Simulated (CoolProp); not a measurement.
Vapour pressure (bar) of CF4 (R14): the reference equation beside estimates from Tc = 227.4 K, pc = 37.62 bar, ω = 0.178.

Model: reference Helmholtz-energy equation of state, Platzer 1990, in CoolProp. This equation is an older, rougher fit; its heat capacities, sound speeds and derivatives of the liquid may be far off and weren't checked against measurements.

| T (K) | reference | Lee-Kesler | Redlich-Kwong | Soave-Redlich-Kwong | Peng-Robinson |
|---|---|---|---|---|---|
| 144.4 | 0.9640 | 0.9612 | 1.364 | 0.9630 | 0.9733 |
| 150.9 | 1.497 | 1.501 | 2.061 | 1.501 | 1.507 |
| 157.5 | 2.246 | 2.262 | 3.007 | 2.261 | 2.257 |
| 164.1 | 3.250 | 3.283 | 4.232 | 3.283 | 3.265 |
| 170.6 | 4.538 | 4.591 | 5.752 | 4.598 | 4.559 |
| 177.2 | 6.202 | 6.277 | 7.653 | 6.300 | 6.234 |
| 183.8 | 8.280 | 8.376 | 9.952 | 8.430 | 8.332 |
| 190.4 | 10.83 | 10.94 | 12.69 | 11.05 | 10.91 |
| 196.9 | 13.87 | 13.99 | 15.84 | 14.15 | 13.99 |
| 203.5 | 17.56 | 17.69 | 19.54 | 17.92 | 17.73 |
| 210.1 | 21.94 | 22.07 | 23.77 | 22.35 | 22.16 |

Absolute difference from the reference over all 11 rows, mean and median: Lee-Kesler 0.8 and 0.9 %, Redlich-Kwong 24.1 and 23.4 %, Soave-Redlich-Kwong 1.3 and 1.6 %, Peng-Robinson 0.7 and 0.7 %.
